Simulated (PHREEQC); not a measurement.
A solution holds 12 mmol/kgw NaBF4, at 20 °C. Closed to the air; pH follows from the charge balance.

Model: ion-association model, wateq4f.dat, run in PHREEQC.

This is a speciation only: nothing precipitates in the calculation.

Question: What pH does the model give?

Answer: pH 2.92.

Question: In which forms is B present?

Answer: BF4- 80 %, H3BO3 9.6 %, BF3OH- 7.6 %, BF2(OH)2- 2.5 % of the B.

Real BF4- forms and hydrolyses slowly; the run takes it at equilibrium.
